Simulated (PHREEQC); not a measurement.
# Copper plating or etch bath: speciation

Dissolve 0.0015 mol Cu(BF4)2 and 0.0075 mol H2SO4 per kg of water at 25 °C and 500 atm. Closed to the air; pH follows from the charge balance.

The numbers come from PHREEQC with the ion-association model, phreeqc.dat.

Each row changes one thing in this solution. No solid was allowed to form.

| case | pH | ionic strength (mol/kgw) |
|---|---|---|
| as made | 1.96 | 0.0210 |
| Cu(BF4)2 left out | 1.94 | 0.0179 |
| H2SO4 left out | 2.98 | 0.00558 |
| temperature from 25 to 75 °C | 2.08 | 0.0163 |
| Cu(BF4)2 from 0.0015 to 0.00015 mol/kgw | 1.95 | 0.0181 |
| H2SO4 from 0.0075 to 0.0015 mol/kgw | 2.56 | 0.00842 |
| H2SO4 replaced by Li2SO4 at the same molality | 3.01 | 0.0259 |
| H2SO4 from 0.0075 to 0.0375 mol/kgw | 1.35 | 0.0719 |

Under pressure, the constants of complexes without a molar volume in the database are unreliable. At this temperature some constants are extrapolated from 25 °C, and those without enthalpy data are left unchanged. Real BF4- forms and hydrolyses slowly; the run takes it at equilibrium.
